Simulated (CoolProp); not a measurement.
500 sccm (0 °C, 1 atm) of nitrogen bubbles through liquid n-nonane at 304.2 K and leaves saturated at a total pressure of 0.00629 MPa (ideal gas phase). Each further row changes one setting.

The numbers come from the reference Helmholtz-energy equation of state, Lemmon 2006 in CoolProp. It is a short technical equation, of lower accuracy than the large ones.

```json
[
 {"case": "as stated", "vapour pressure (kPa)": "0.842", "mole fraction of vapour": "0.134", "delivery (mg/min)": "442", "delivery (sccm)": "77.3", "change of delivery for a bath 1 K warmer (%)": "7.2"},
 {"case": "bath temperature 309.2 K", "vapour pressure (kPa)": "1.13", "mole fraction of vapour": "0.180", "delivery (mg/min)": "626", "delivery (sccm)": "109", "change of delivery for a bath 1 K warmer (%)": "7.3"},
 {"case": "total pressure 0.0126 MPa", "vapour pressure (kPa)": "0.842", "mole fraction of vapour": "0.0668", "delivery (mg/min)": "205", "delivery (sccm)": "35.8", "change of delivery for a bath 1 K warmer (%)": "6.6"}
]
```
